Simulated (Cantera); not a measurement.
A perfectly stirred reactor is fed with 30.5 % H₂, 13.9 % O₂, 52.2 % N₂, 3.36 % H₂O, equivalence ratio 1.1, at 8.30 bar; it is adiabatic with a 550 K inlet, and is followed from long to short residence time, starting on the burning branch (τ in s: 0.065, 0.029, 0.013, 0.0055, 0.0024, 0.0011, 0.00046, 0.0002, 8.8e-05, 3.9e-05, 1.7e-05, 7.4e-06).

Cantera simulation using the H2/O2 subset of GRI-Mech 3.0, which has no nitrogen chemistry; the numbers are that mechanism's predictions, not measurements. The hydrogen kinetics of GRI-Mech 3.0 are dated; newer H2 mechanisms differ, most at raised pressure.

Problem. Predict: blow-out, bracketed by the residence times tried; x(H₂) at τ = 65.0 ms; x(O₂) at τ = 65.0 ms; x(H₂O) at τ = 65.0 ms; x(H₂O₂) at τ = 65.0 ms; x(H) at τ = 65.0 ms; x(H₂) at τ = 0.460 ms; x(O₂) at τ = 0.460 ms; x(H₂O) at τ = 0.460 ms; x(H₂O₂) at τ = 0.460 ms; x(H) at τ = 0.460 ms.

Solution. 
```json
{
 "blow_out_bracketed_by_the_residence_times_tried": "burning at 7.40 µs, the shortest tried",
 "x(H₂) at τ = 65.0 ms": "0.0344",
 "x(O₂) at τ = 65.0 ms": "0.000636",
 "x(H₂O) at τ = 65.0 ms": "0.355",
 "x(H₂O₂) at τ = 65.0 ms": "1.95e-7",
 "x(H) at τ = 65.0 ms": "0.00188",
 "x(H₂) at τ = 0.460 ms": "0.0379",
 "x(O₂) at τ = 0.460 ms": "0.00213",
 "x(H₂O) at τ = 0.460 ms": "0.348",
 "x(H₂O₂) at τ = 0.460 ms": "4.85e-7",
 "x(H) at τ = 0.460 ms": "0.00352"
}
```
